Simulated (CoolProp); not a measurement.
Model: reference Helmholtz-energy equation of state, Setzmann 1991, in CoolProp.

Q: For methane, give the phase and the speed of sound (m/s), Prandtl number at 125.7 K and 47.7 bar; 177.2 K and 47.7 bar.

A: 
- 125.7 K and 47.7 bar: liquid; speed of sound 1250, Prandtl number 1.93
- 177.2 K and 47.7 bar: liquid; speed of sound 645, Prandtl number 1.97

Viscosity comes from a separate model (Quiñones-Cisneros 2006). Thermal conductivity comes from a separate model (Friend 1989).
